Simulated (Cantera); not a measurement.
A freely propagating, adiabatic, planar premixed flame of 10.2 % CH4, 2.87 % H2, 18.2 % O2, 68.7 % N2, unburnt at 348 K and 6.00 bar; multicomponent+Soret transport, grid criteria slope 0.08 and curve 0.16, no radiation.

Model: GRI-Mech 3.0 (53 species, 325 reactions), integrated in Cantera. Burning velocities carry a grid error of a few per cent, more on coarse grids.

Predict: laminar burning velocity; thermal thickness; peak x(CH2O).


```
Quantity                      Value
------------------------  ---------
laminar burning velocity  21.6 cm/s
thermal thickness          0.139 mm
peak x(CH2O)                0.00131
```
